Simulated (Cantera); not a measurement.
Standard-state values (1 bar) from the NASA 1993 polynomials, evaluated with Cantera. Values are per mole of reaction as written; species without (g) are pure solids or liquids, kept so even where they would boil at 1 bar.

Between 300 and 998 K, where is each reaction favourable under standard conditions?
- 3 Ti4O7 + 2 Ti = 7 Ti2O3
- Ti4O7 = 3 O(g) + 4 TiO(g)


- 3 Ti4O7 + 2 Ti = 7 Ti2O3: ΔG° is -398 kJ at 300 K and -356 kJ at 998 K; it stays negative (K > 1). ΔH° is -373 kJ and ΔS° -17 J/K at 998 K.
- Ti4O7 = 3 O(g) + 4 TiO(g): ΔG° is 4004 kJ at 300 K and 3177 kJ at 998 K; it stays positive (K < 1). ΔH° is 4327 kJ and ΔS° 1152 J/K at 998 K.
